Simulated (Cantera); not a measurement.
Thermodynamics of fluorocarbon and chlorocarbon gases, feed CHF3 + HCl + H2

Feed: 1 mol CHF3, 0.022 mol HCl, 18 mol H2, held at 1573.15 K.

These are equilibrium values from Cantera (NASA tables, ideal gas, pure condensed phases), not measurements of a reactor. Candidate condensed phases: C, C6H6, C7H8, C8H18; 118 gas species. Kinetics and transport are ignored.

From 1.00 Pa to 1.00 bar the condensed part is C(graphite). The main C-bearing gas is C2H2 (acetylene) at 1.00 Pa and CH4 at 1.00 bar.

```json
[
 {"P (Pa)": "1", "x H2": "0.838", "x HF": "0.149", "x H": "0.0118", "x CH4": "1.29e-8", "x HCl": "0.00108", "x C2H2 (acetylene)": "1.73e-5", "x Cl": "1.21e-5", "n C(graphite)": "0.999"},
 {"P (Pa)": "5.20", "x H2": "0.844", "x HF": "0.149", "x H": "0.00519", "x CH4": "6.80e-8", "x HCl": "0.00109", "x C2H2 (acetylene)": "1.75e-5", "x Cl": "5.33e-6", "n C(graphite)": "0.999"},
 {"P (Pa)": "27", "x H2": "0.847", "x HF": "0.150", "x H": "0.00228", "x CH4": "3.55e-7", "x HCl": "0.00110", "x C2H2 (acetylene)": "1.75e-5", "x Cl": "2.34e-6", "n C(graphite)": "0.999"},
 {"P (Pa)": "140", "x H2": "0.848", "x HF": "0.150", "x H": "0.00100", "x CH4": "1.85e-6", "x HCl": "0.00110", "x C2H2 (acetylene)": "1.75e-5", "x Cl": "1.03e-6", "n C(graphite)": "0.999"},
 {"P (Pa)": "720", "x H2": "0.849", "x HF": "0.150", "x H": "0.000442", "x CH4": "9.51e-6", "x HCl": "0.00110", "x C2H2 (acetylene)": "1.76e-5", "x Cl": "4.55e-7", "n C(graphite)": "0.999"},
 {"P (Pa)": "3700", "x H2": "0.849", "x HF": "0.150", "x H": "0.000195", "x CH4": "4.89e-5", "x HCl": "0.00110", "x C2H2 (acetylene)": "1.76e-5", "x Cl": "2.01e-7", "n C(graphite)": "0.998"},
 {"P (Pa)": "19000", "x H2": "0.849", "x HF": "0.150", "x H": "8.61e-5", "x CH4": "0.000251", "x HCl": "0.00110", "x C2H2 (acetylene)": "1.76e-5", "x Cl": "8.86e-8", "n C(graphite)": "0.994"},
 {"P (Pa)": "100000", "x H2": "0.847", "x HF": "0.150", "x H": "3.75e-5", "x CH4": "0.00132", "x HCl": "0.00110", "x C2H2 (acetylene)": "1.75e-5", "x Cl": "3.87e-8", "n C(graphite)": "0.973"}
]
```
x: gas mole fraction; n: condensed amount in mol.
